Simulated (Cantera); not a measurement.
Charge: 1 mol Si3N4, 1.7 mol NF3, 4 mol Cl2, equilibrated at 1873 K and 90.0 Torr.

Method: chemical equilibrium by Gibbs-energy minimisation in Cantera with the NASA 1993 tables (ideal gas, pure condensed phases). Candidate condensed phases: Si, Si3N4; 24 gas species. The tables' values for SiCl3, SiF3, SiF2 are old estimates; treat these amounts as uncertain. The numbers say what is thermodynamically allowed, not how fast it happens.

Base state: N2 0.408, SiCl4 0.233, SiF4 0.180, Cl 0.148, Cl2 0.0136, SiCl3 0.0122, SiF3 0.00340, SiCl2 0.000908 (mole fractions); condensed: gas only.

Q: What changes in the equilibrium state with this change: NF3 from 1.7 to 14 mol?

A: 
| species | before | after |
|---|---|---|
| F | 1.15e-6 | 0.577 |
| N2 | 0.408 | 0.193 |
| Cl | 0.148 | 0.0954 |
| SiCl4 | 0.233 | <1e-9 |
| SiCl3 | 0.0122 | <1e-9 |
| ClF | 1.99e-7 | 0.0645 |
| SiF4 | 0.180 | 0.0642 |
| Cl2 | 0.0136 | 0.00566 |
| SiF3 | 0.00340 | 2.41e-9 |
| SiCl2 | 0.000908 | <1e-9 |
| F2 | <1e-9 | 0.000370 |
